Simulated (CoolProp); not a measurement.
Vapour-liquid equilibrium of isobutane (1) + acetone (2) at 205 kPa; x and y are mole fractions of (1).

Computed with CoolProp (multi-fluid Helmholtz-energy mixture model, Bücker 2006 and Lemmon 2006; pair parameters Bell 2016).

Question: Give the bubble temperature and the first vapour's composition at x = 0.2, 0.35, 0.65. Is there an azeotrope?

Answer: x = 0.2: 294.4 K, y = 0.883; x = 0.35: 287.1 K, y = 0.920; x = 0.65: 284.9 K, y = 0.932. No azeotrope shows between x = 0.05 and 0.95.

Pair parameters are fitted to limited data, so mixtures are less certain than the pure fluids. With so large a gap from Raoult's law the liquid may split in two, which this calculation doesn't test in full.
